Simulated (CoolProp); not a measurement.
R1234yf along the isobar 4.15 MPa: Z from the reference equation and from simpler models built on Tc = 367.8 K, pc = 3.384 MPa, ω = 0.276; each cubic takes its own stable root.

Computed with CoolProp (reference Helmholtz-energy equation of state, Lemmon 2022).

```
T (K)          phase  reference
-----  -------------  ---------
310.3         liquid     0.1709
319.4         liquid     0.1715
328.5         liquid     0.1730
337.5         liquid     0.1755
346.6         liquid     0.1798
355.6         liquid     0.1867
364.7         liquid     0.1995
373.8  supercritical     0.2335
382.8  supercritical     0.4059
391.9  supercritical     0.5272
400.9  supercritical     0.5969
410    supercritical     0.6478
```

**Question.** How far does each simpler model (van der Waals, Redlich-Kwong, Soave-Redlich-Kwong, Peng-Robinson) lie from the reference over these 12 states: mean and median of the absolute difference, and the worst?

**Answer.** 
- van der Waals: mean 40.3 %, median 54.4 %, worst +62.4 % at 310.3 K and 4.15 MPa
- Redlich-Kwong: mean 15.7 %, median 19.8 %, worst +25.5 % at 364.7 K and 4.15 MPa
- Soave-Redlich-Kwong: mean 14.4 %, median 15.0 %, worst +27.4 % at 373.8 K and 4.15 MPa
- Peng-Robinson: mean 4.8 %, median 2.6 %, worst +16.8 % at 373.8 K and 4.15 MPa
